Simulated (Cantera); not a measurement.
What does this Cantera script print?

```python
import numpy as np
import cantera as ct

gas = ct.Solution("gri30.yaml")
gas.TPX = 1150, 580000, {'CO': 0.0032, 'O2': 0.04, 'H2O': 0.0031, 'N2': 1}
inlet = ct.Reservoir(gas, clone=True)

reactor = ct.IdealGasConstPressureReactor(gas, energy="off", clone=False)
exhaust = ct.Reservoir(gas, clone=True)
tau = [4.4, 1.4, 0.46, 0.15, 0.048, 0.015, 0.0049, 0.0016, 0.00051, 0.00017][0]
for a, b in ((inlet, reactor), (reactor, exhaust)):
    ct.MassFlowController(a, b, mdot=lambda t: reactor.mass / tau)
net = ct.ReactorNet([reactor])
show = ['CO', 'O2', 'H2O', 'CO2', 'OH', 'HO2', 'O']

rows = []
print(f"{'tau/s':>10s}{'T/K':>9s}" + "".join(f"{s:>11s}" for s in show))
for tau in [4.4, 1.4, 0.46, 0.15, 0.048, 0.015, 0.0049, 0.0016, 0.00051, 0.00017]:
    net.initial_time = 0.0
    net.advance(30 * tau)
    before = gas.X
    net.advance(40 * tau)
    drift = np.max(np.abs(gas.X - before) / (gas.X + 1e-9))
    rows.append([gas.T, *gas[show].X, drift])
    print(f"{tau:10.3e}{gas.T:9.1f}" + "".join(f"{x:11.3e}" for x in gas[show].X))
```

Output:

```
     tau/s      T/K         CO         O2        H2O        CO2         OH        HO2          O
 4.400e+00   1150.0  1.718e-04  3.684e-02  2.967e-03  2.891e-03  2.253e-07  6.064e-07  8.675e-08
 1.400e+00   1150.0  4.000e-04  3.695e-02  2.966e-03  2.662e-03  2.729e-07  1.079e-06  1.866e-07
 4.600e-01   1150.0  8.363e-04  3.716e-02  2.965e-03  2.225e-03  3.228e-07  1.711e-06  3.527e-07
 1.500e-01   1150.0  1.522e-03  3.749e-02  2.963e-03  1.539e-03  3.657e-07  2.412e-06  5.733e-07
 4.800e-02   1150.0  2.263e-03  3.784e-02  2.961e-03  7.967e-04  3.895e-07  2.957e-06  7.721e-07
 1.500e-02   1150.0  2.757e-03  3.808e-02  2.960e-03  3.022e-04  3.828e-07  3.153e-06  8.643e-07
 4.900e-03   1150.0  2.967e-03  3.818e-02  2.961e-03  9.203e-05  3.274e-07  2.905e-06  8.131e-07
 1.600e-03   1150.0  3.043e-03  3.822e-02  2.962e-03  1.590e-05  1.629e-07  1.748e-06  4.988e-07
 5.100e-04   1150.0  3.058e-03  3.823e-02  2.963e-03  5.433e-08  1.449e-09  1.580e-08  8.304e-09
 1.700e-04   1150.0  3.058e-03  3.823e-02  2.963e-03  5.225e-09  2.701e-10  1.271e-09  2.207e-09
```

Detailed kinetics in Cantera: GRI-Mech 3.0 (53 species, 325 reactions).
